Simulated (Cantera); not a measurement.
A closed system holds: 1 mol Cr, 0.026 mol H2O, 10 mol N2, held at 2223.15 K and 1.00 bar.

Method: chemical equilibrium by Gibbs-energy minimisation in Cantera with the NASA 1993 tables (ideal gas, pure condensed phases). Candidate condensed phases: Cr, CrN, Cr2N, Cr2O3, H2O; 29 gas species. Mutual solubility and eutectic melting of coexisting phases are not modelled. The numbers say what is thermodynamically allowed, not how fast it happens.

Base state: N2 0.987, Cr 0.0102, H2 0.00233, H 0.000310, CrO 0.000283, H2O 7.65e-5 (mole fractions); condensed: Cr(l) + Cr2O3(s).

Problem. What changes in the equilibrium state with this change: temperature from 2223.15 K to 1573 K?

Solution. 
| species | before | after |
|---|---|---|
| N2 | 0.987 | 0.997 |
| H2 | 0.00233 | 0.00265 |
| H2O | 7.65e-5 | 7.44e-6 |
| Cr | 0.0102 | 1.38e-6 |
| CrO | 0.000283 | 1.40e-9 |
| H | 0.000310 | 2.09e-6 |
| Cr(l), mol | 0.879 | 0 |
| Cr2O3(s), mol | 0.00742 | 0.00864 |
| Cr2N(s), mol | 0 | 0.491 |
